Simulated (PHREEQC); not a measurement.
**Polishing slurry liquid**

Consider water at 25 °C with 55 mmol/kgw H2SO4 and 0.28 mmol/kgw H4SiO4. Closed to the air; pH follows from the charge balance.

All values are PHREEQC results (ion-association model, phreeqc.dat), not measurements.

Each row changes one thing in this solution. Precipitation was switched off in this run.

| case | pH | ionic strength (mol/kgw) | HSO4- (mol/kgw) | SO4-2 (mol/kgw) | SI of Chalcedony (SiO2) |
|---|---|---|---|---|---|
| as made | 1.24 | 0.0839 | 0.0405 | 0.0145 | +0.01 |
| H2SO4 replaced by KHSO4 at the same molality | 1.63 | 0.105 | 0.0267 | 0.0250 | +0.01 |
| 0.098 mol/kgw HBr added | 0.89 | 0.171 | 0.0461 | 0.00887 | ___ |
| temperature from 25 to 90 °C | 1.31 | 0.0630 | 0.0510 | 0.00400 | -0.61 |
| H4SiO4 replaced by Na2SiF6 at the same molality | 1.24 | ___ | 0.0405 | 0.0145 | +0.01 |

**Question.** Fill in the missing entries.

**Answer.** 
- 0.098 mol/kgw HBr added, SI of Chalcedony (SiO2): +0.02
- H4SiO4 replaced by Na2SiF6 at the same molality, ionic strength (mol/kgw): 0.0841

Some of these states are supersaturated (in Quartz (slow to form), for instance). Constants without temperature data keep their 25 °C values here. SiF6-2 is the database's only silicon fluoride.
